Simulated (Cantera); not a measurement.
## Thermodynamics of aluminium and copper etching, feed Al + Cl2 + H2

Input: 1 mol Al, 2.9 mol Cl2, a varied amount of H2, held at 1400 K and 2.10 Pa.

Equilibrium computed with Cantera from the NASA thermochemical tables; the gas is ideal and each condensed phase is pure. Candidate condensed phases: Al, AlCl3; 12 gas species. The tables' values for AlCl2 are old estimates; treat these amounts as uncertain. Rates play no part.

```json
[
 {"n(H2) (mol)": "0.41", "x HCl": "0.217", "x H2": "1.38e-7", "x Cl": "0.511", "x AlCl3": "0.265", "x AlCl": "1.95e-7", "x AlCl2": "6.66e-5", "x Cl2": "0.00679"},
 {"n(H2) (mol)": "1.4", "x HCl": "0.724", "x H2": "0.00343", "x Cl": "0.0108", "x AlCl3": "0.258", "x AlCl": "0.000423", "x AlCl2": "0.00306", "x Cl2": "3.04e-6"},
 {"n(H2) (mol)": "2.5", "x HCl": "0.611", "x H2": "0.189", "x Cl": "0.00123", "x AlCl3": "0.161", "x AlCl": "0.0205", "x AlCl2": "0.0168", "x Cl2": "3.92e-8"},
 {"n(H2) (mol)": "3.5", "x HCl": "0.533", "x H2": "0.302", "x Cl": "0.000848", "x AlCl3": "0.115", "x AlCl": "0.0307", "x AlCl2": "0.0174", "x Cl2": "1.87e-8"},
 {"n(H2) (mol)": "4.5", "x HCl": "0.476", "x H2": "0.384", "x Cl": "0.000671", "x AlCl3": "0.0855", "x AlCl": "0.0365", "x AlCl2": "0.0164", "x Cl2": "1.17e-8"},
 {"n(H2) (mol)": "5.6", "x HCl": "0.427", "x H2": "0.452", "x Cl": "0.000555", "x AlCl3": "0.0642", "x AlCl": "0.0400", "x AlCl2": "0.0148", "x Cl2": "8.02e-9"},
 {"n(H2) (mol)": "6.6", "x HCl": "0.392", "x H2": "0.501", "x Cl": "0.000484", "x AlCl3": "0.0507", "x AlCl": "0.0416", "x AlCl2": "0.0134", "x Cl2": "6.09e-9"},
 {"n(H2) (mol)": "7.6", "x HCl": "0.362", "x H2": "0.541", "x Cl": "0.000431", "x AlCl3": "0.0407", "x AlCl": "0.0422", "x AlCl2": "0.0122", "x Cl2": "4.82e-9"}
]
```
x: gas mole fraction; nothing condenses.

From 0.41 mol H2 to 7.6 mol H2 nothing is condensed. The main Al-bearing gas is AlCl3 at 0.41 mol H2 and AlCl at 7.6 mol H2.
